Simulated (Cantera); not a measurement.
A closed system holds: 1 mol CH3Cl, 0.025 mol F2, 0.16 mol H2, held at 3250 K and 10.0 mbar.

These are equilibrium values from Cantera (NASA tables, ideal gas, pure condensed phases), not measurements of a reactor. Candidate condensed phases: C, C6H6, C7H8, C8H18; 118 gas species. The tables' values for CCl are old estimates; treat these amounts as uncertain. Kinetics and transport are ignored.

Base state: H 0.630, Cl 0.205, C3 0.0538, H2 0.0385, C 0.0241, HCl 0.0187, C2 0.0108, HF 0.00958 (mole fractions); condensed: gas only.

Question: What changes in the equilibrium state with this change: CH3Cl replaced by CH3F?

Answer: 
| species | before | after |
|---|---|---|
| H | 0.630 | 0.577 |
| HF | 0.00958 | 0.236 |
| C3 | 0.0538 | 0.0648 |
| Cl | 0.205 | 0 |
| HCl | 0.0187 | 0 |
| F | 0.00147 | 0.0397 |
| H2 | 0.0385 | 0.0323 |
| C2 | 0.0108 | 0.0123 |
| C | 0.0241 | 0.0256 |
| CCl | 2.30e-5 | 0 |
| C2HCl | 1.85e-5 | 0 |
| CF2 | 2.22e-8 | 1.72e-5 |
| CF | 0.000145 | 0.00416 |
| C2HF | 3.83e-7 | 1.07e-5 |
